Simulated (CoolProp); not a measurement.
The fluid at 238.99 K and 0.253 MPa (liquid) is heated at constant pressure to 348.7 K. The same conditions are run with several fluids, on thermodynamics alone (safety and materials aside).

Values from CoolProp's reference Helmholtz-energy equation of state of each fluid (chlorine: Thol 2021; n-nonane: Lemmon 2006; cis-2-butene: Lemmon 2005; propylene: Lemmon 2013; chloromethane (R40): Thol 2014).

| fluid | heat (kJ/kg) | final phase | final density (kg/m³) |
|---|---|---|---|
| chlorine | [?] | gas | [?] |
| n-nonane | 241 | liquid | [?] |
| cis-2-butene | 599 | gas | 5.13 |
| propylene | [?] | gas | 3.76 |
| chloromethane (R40) | 525 | gas | 4.52 |

Task: Some entries are withheld; supply them.

Result: 
- chlorine, heat (kJ/kg): 339
- chlorine, final density (kg/m³): 6.31
- n-nonane, final density (kg/m³): 674
- propylene, heat (kJ/kg): 593
